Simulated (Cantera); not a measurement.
**Reactions in the system F-S-Si**

Cantera with NASA thermochemical tables; ideal gases at 1 bar, condensed phases pure. Values are per mole of reaction as written; species without (g) are pure solids or liquids, kept so even where they would boil at 1 bar.

Si(g) + SF4(g) → SiF4(g) + S

```tsv
T (K)	ΔH° (kJ)	ΔS° (J/K)	ΔG° (kJ)	log10 K	condensed phases
350	-1301.9	-153.3	-1248.3	186.29	S(s)
425	-1299.5	-147.1	-1237.0	152.03	S(l)
500	-1298.4	-144.7	-1226.1	128.09	S(l)
575	-1297.4	-142.7	-1215.3	110.40	S(l)
650	-1296.6	-141.4	-1204.7	96.81	S(l)
725	-1296.0	-140.6	-1194.1	86.03	S(l)
800	-1295.5	-139.9	-1183.6	77.28	S(l)
875	-1294.8	-139.1	-1173.1	70.03	S(l)
950	-1293.9	-138.1	-1162.7	63.93	S(l)
1025	-1293.2	-137.4	-1152.4	58.73	S(l)
```
